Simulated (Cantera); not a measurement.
Roasting and sulfation: FeS2 + SO3 + N2

A closed system holds: 1 mol FeS2, 0.61 mol SO3, 6.1 mol N2, at 1152 °C and 40.0 mbar.

Method: chemical equilibrium by Gibbs-energy minimisation in Cantera with the NASA 1993 tables (ideal gas, pure condensed phases). Candidate condensed phases: Fe, FeO, FeS, FeSO4, FeS2, Fe2O3, Fe2(SO4)3, Fe3O4, S; 19 gas species. Metal and sulfide melt together well below either melting point, which pure phases cannot show. Mutual solubility and eutectic melting of coexisting phases are not modelled. The tables' stoichiometric FeO is somewhat more stable than real wüstite, so its field is too wide. FeO, FeS: taken at fixed stoichiometry. The numbers say what is thermodynamically allowed, not how fast it happens.

```json
{
  "x(N2)": "0.823",
  "x(SO2)": "0.110",
  "x(S2)": "0.0635",
  "x(SO)": "0.00192",
  "x(S2O)": "0.000954",
  "x(S)": "2.05e-5",
  "n(FeO(s))": "0.175 mol",
  "n(FeS(s))": "0.825 mol",
  "gas_amount": "7.408 mol",
  "log10 activity of Fe(γ) (absent)": "-1.35",
  "log10 activity of S(l) (absent)": "-2.42"
}
```
